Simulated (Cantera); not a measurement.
Charge: 1 mol Si2Cl6, 5.6 mol NH3, 3.6 mol N2, at 46.0 Pa.

Method: chemical equilibrium by Gibbs-energy minimisation in Cantera with the NASA 1993 tables (ideal gas, pure condensed phases). Candidate condensed phases: NH4Cl, Si, Si3N4; 28 gas species. The feed counts by its element totals alone. Gases not in the tables: Si2H6 and higher silanes. The numbers say what is thermodynamically allowed, not how fast it happens.

Task: What share of the Si ends up in condensed phases as a function of T (K), at 725, 825, 925, 1025, 1125, 1225, 1325, 1425, 1525, 1625, 1725, 1825, 1925?

Result: 
```json
[
 {"T (K)": "725", "Si condensed (%)": "87.0", "as": "Si3N4(s)"},
 {"T (K)": "825", "Si condensed (%)": "91.3", "as": "Si3N4(s)"},
 {"T (K)": "925", "Si condensed (%)": "93.8", "as": "Si3N4(s)"},
 {"T (K)": "1025", "Si condensed (%)": "95.4", "as": "Si3N4(s)"},
 {"T (K)": "1125", "Si condensed (%)": "95.8", "as": "Si3N4(s)"},
 {"T (K)": "1225", "Si condensed (%)": "92.7", "as": "Si3N4(s)"},
 {"T (K)": "1325", "Si condensed (%)": "76.9", "as": "Si3N4(s)"},
 {"T (K)": "1425", "Si condensed (%)": "45.3", "as": "Si3N4(s)"},
 {"T (K)": "1525", "Si condensed (%)": "12.8", "as": "Si3N4(s)"},
 {"T (K)": "1625", "Si condensed (%)": "0.7", "as": "Si(s)"},
 {"T (K)": "1725", "Si condensed (%)": "0.0", "as": "-"},
 {"T (K)": "1825", "Si condensed (%)": "0.0", "as": "-"},
 {"T (K)": "1925", "Si condensed (%)": "0.0", "as": "-"}
]
```
